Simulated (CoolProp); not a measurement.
A closed Brayton cycle with nitrogen: compressor inlet 327.15 K and 0.55 MPa, high pressure 1.79 MPa, turbine inlet 670 K, compressor efficiency 0.89, turbine efficiency 0.9, recuperator effectiveness 0.8 (on enthalpy, no pinch check). Each further row changes one setting.

The numbers come from the reference Helmholtz-energy equation of state, Span 2000 in CoolProp.

| case | thermal efficiency (%) | net work (kJ/kg) | compressor to turbine work | compressor exit (K) | turbine exit (K) |
|---|---|---|---|---|---|
| as stated | 14.7 | 27.5 | 0.85 | 474.1 | 501.7 |
| turbine inlet 620 K | 8.8 | 13.7 | 0.92 | 474.1 | 463.1 |
| compressor inlet 337.15 K | 12.3 | 22.8 | 0.87 | 488.4 | 501.7 |
| high pressure 1.52 MPa | 17.3 | 30.3 | 0.81 | 450.8 | 522.1 |
| recuperator effectiveness 0.5 | 14.0 | 27.5 | 0.85 | 474.1 | 501.7 |
